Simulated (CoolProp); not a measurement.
Vapour-liquid equilibrium of n-butane (1) + acetone (2) at 345.7 K; x and y are mole fractions of (1).

Computed with CoolProp (multi-fluid Helmholtz-energy mixture model, Bücker 2006 and Lemmon 2006; pair parameters Bell 2016).

```
x     bubble pressure, mixture model (kPa)  bubble pressure, Raoult's law (kPa)  y, mixture model  y, Raoult's law
----  ------------------------------------  -----------------------------------  ----------------  ---------------
0.05                                 278.3                                206.8             0.389            0.207
0.15                                 446.0                                275.3             0.635            0.467
0.25                                 562.0                                343.8             0.724            0.624
0.35                                 639.6                                412.3             0.769            0.728
0.45                                 692.1                                480.8             0.798            0.803
0.55                                 730.8                                549.3             0.820            0.859
0.65                                 763.4                                617.8             0.842            0.902
0.75                                 794.3                                686.3             0.868            0.937
0.85                                 824.3                                754.8             0.905            0.966
0.95                                 849.7                                823.3             0.960            0.990
```

The largest gap from Raoult's law is +63.5 % in bubble pressure, at x = 0.25. No azeotrope shows between x = 0.05 and 0.95.

Pair parameters are fitted to limited data, so mixtures are less certain than the pure fluids. With so large a gap from Raoult's law the liquid may split in two, which this calculation doesn't test in full.
